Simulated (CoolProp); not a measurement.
Vapour pressure (MPa) of benzene: the reference equation beside estimates from Tc = 288.9 °C, pc = 4.906 MPa, ω = 0.211. Clausius-Clapeyron is anchored at 224.65 °C with a constant enthalpy of vaporisation of 19.49 kJ/mol.

Values from CoolProp's reference Helmholtz-energy equation of state, Thol 2012.

```csv
T (°C),reference,Lee-Kesler,Clausius-Clapeyron,Redlich-Kwong,Soave-Redlich-Kwong,Peng-Robinson
160.05,0.7110,0.7136,1.039,0.9205,0.7154,0.7078
176.15,0.9594,(withheld),(withheld),1.201,0.9682,0.9565
192.35,1.269,(withheld),1.512,1.537,1.284,1.268
208.55,(withheld),(withheld),1.792,1.932,1.669,1.648
224.65,2.097,2.103,2.097,2.388,(withheld),2.105
240.85,2.638,2.644,2.432,2.913,2.679,2.653
257.05,(withheld),3.286,2.796,3.511,3.324,3.301
273.15,4.031,4.040,3.185,4.179,4.070,(withheld)
```

What belongs in the gaps?


- 176.15, Lee-Kesler: 0.9632
- 176.15, Clausius-Clapeyron: 1.261
- 192.35, Lee-Kesler: 1.274
- 208.55, reference: 1.646
- 208.55, Lee-Kesler: 1.651
- 224.65, Soave-Redlich-Kwong: 2.129
- 257.05, reference: 3.278
- 273.15, Peng-Robinson: 4.054

Absolute difference from the reference over all 8 rows, mean and median: Lee-Kesler 0.3 and 0.3 %, Clausius-Clapeyron 18.6 and 16.9 %, Redlich-Kwong 16.0 and 15.6 %, Soave-Redlich-Kwong 1.2 and 1.3 %, Peng-Robinson 0.4 and 0.4 %.
